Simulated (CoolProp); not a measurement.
R365MFC along the isobar 15.5 MPa: density (kg/m³) from the reference equation and from simpler models built on Tc = 186.9 °C, pc = 3.266 MPa, ω = 0.377; each cubic takes its own stable root.

The numbers come from the reference Helmholtz-energy equation of state, Lemmon 2016 in CoolProp.

| T (°C) | phase | reference | van der Waals | Redlich-Kwong | Peng-Robinson |
|---|---|---|---|---|---|
| 96.65 | liquid | 1154 | 768.5 | 1051 | 1220 |
| 100.55 | liquid | 1146 | 765.4 | 1045 | 1211 |
| 104.45 | liquid | 1138 | 762.3 | 1038 | 1202 |
| 108.35 | liquid | 1130 | 759.2 | 1031 | 1194 |
| 112.25 | liquid | 1122 | 756.1 | 1024 | 1185 |
| 116.15 | liquid | 1114 | 752.9 | 1017 | 1175 |
| 120.05 | liquid | 1105 | 749.8 | 1010 | 1166 |
| 123.95 | liquid | 1097 | 746.6 | 1003 | 1157 |
| 127.85 | liquid | 1089 | 743.4 | 996.3 | 1147 |
| 131.75 | liquid | 1080 | 740.2 | 989.2 | 1138 |
| 135.65 | liquid | 1072 | 737.0 | 982.0 | 1128 |
| 139.55 | liquid | 1063 | 733.7 | 974.9 | 1118 |
| 143.45 | liquid | 1055 | 730.5 | 967.7 | 1108 |
| 147.35 | liquid | 1046 | 727.2 | 960.4 | 1097 |
| 151.25 | liquid | 1037 | 724.0 | 953.1 | 1087 |
